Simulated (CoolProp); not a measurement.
The numbers come from the reference Helmholtz-energy equation of state, Lemmon 2016 in CoolProp.

Question: Give the vapour pressure (MPa), vapour density (kg/m³), enthalpy of vaporisation (kJ/kg), liquid cp (kJ/(kg K)) of saturated R227EA at 194.8, 200.1 K.

Answer: 
| T (K) | p (MPa) | vapour density (kg/m³) | enthalpy of vaporisation (kJ/kg) | liquid cp (kJ/(kg K)) |
|---|---|---|---|---|
| 194.8 | 0.00238 | 0.250 | 156 | 0.981 |
| 200.1 | 0.00366 | 0.376 | 154 | 0.988 |
